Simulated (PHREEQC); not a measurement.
**Acid mine or pickling water: an equilibrium model**

Model water analysis in mg/L, 65 °C, pH 2.06, pe 9.7:

| constituent | mg/L |
|---|---|
| Na | 5.69 |
| K | 30 |
| Ca | 100 |
| Mg | 20.1 |
| Cl | 44 |
| S(6) as SO4 | 1160 |
| Pb | 14.1 |
| Al | 1.27 |
| Cu(2) | 1.12 |
| Zn | 1.37 |

Cl is adjusted to close the charge balance.
Valence states are taken as typed.

Equilibrium calculation in PHREEQC: ion-association model, phreeqc.dat.

The ionic strength comes out as 0.0227 mol/kgw and the specific conductance is 8830 µS/cm. The total alkalinity comes out as -16.5 meq/kg.

```
species  molality  activity   log γ
-------  --------  --------  ------
H+        0.00993   0.00871  -0.057
HSO4-     0.00649   0.00554  -0.069
SO4-2     0.00449   0.00243  -0.267
Ca+2      0.00185   0.00101  -0.262
K+       0.000745  0.000634  -0.070
CaSO4    0.000567  0.000570   0.002
Mg+2     0.000465  0.000258  -0.256
```

This is a speciation only: nothing precipitates in the calculation. Examples of supersaturated solids here: Anglesite. Others may be too. Species that the database lacks are ignored. At this temperature some constants are extrapolated from 25 °C, and those without enthalpy data are left unchanged.
